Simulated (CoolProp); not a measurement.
Nitrogen at 773.74 K and 1.44 MPa flows at 1.5 m/s in a round tube of 2 mm bore and 45 µm roughness, fully developed (64/Re and Nu = 3.66 if laminar; Colebrook and Gnielinski if turbulent). Each further row changes one setting.

Model: reference Helmholtz-energy equation of state, Span 2000, in CoolProp.

```csv
case,Reynolds number,Darcy friction factor,pressure drop (Pa/m),heat-transfer coefficient (W/(m² K)),mass flow (kg/h)
as stated,532,0.120,422,99.4,0.106
velocity 3 m/s,1060,0.0601,844,99.4,0.212
diameter 4 mm,1060,0.0601,105,49.7,0.423
```

Viscosity comes from a separate model (Lemmon 2004). Thermal conductivity comes from a separate model (Lemmon 2004).
